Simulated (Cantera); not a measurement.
A closed system holds: 1 mol Si2Cl6, 0.31 mol Cl2, 5.8 mol H2, equilibrated at 1025 K and 270 Torr.

Method: chemical equilibrium by Gibbs-energy minimisation in Cantera with the NASA 1993 tables (ideal gas, pure condensed phases). Candidate condensed phases: Si; 19 gas species. The feed counts by its element totals alone. The tables' values for SiCl3 are old estimates; treat these amounts as uncertain. The numbers say what is thermodynamically allowed, not how fast it happens.

Base state: H2 0.745, SiCl4 0.172, SiHCl3 0.0581, HCl 0.0190, SiCl3 0.00267, SiH2Cl2 0.00217, SiCl2 0.000864, SiH3Cl 2.10e-5 (mole fractions); condensed: Si(s).

**Question.** What changes in the equilibrium state with this change: temperature from 1025 K to 1048 K?

**Answer.** 
| species | before | after |
|---|---|---|
| H2 | 0.745 | 0.742 |
| SiCl4 | 0.172 | 0.171 |
| SiHCl3 | 0.0581 | 0.0572 |
| HCl | 0.0190 | 0.0227 |
| SiCl2 | 0.000864 | 0.00129 |
| SiCl3 | 0.00267 | 0.00347 |
| SiH3Cl | 2.10e-5 | 2.16e-5 |
| SiH2Cl2 | 0.00217 | 0.00218 |
| Si(s), mol | 0.257 | 0.262 |
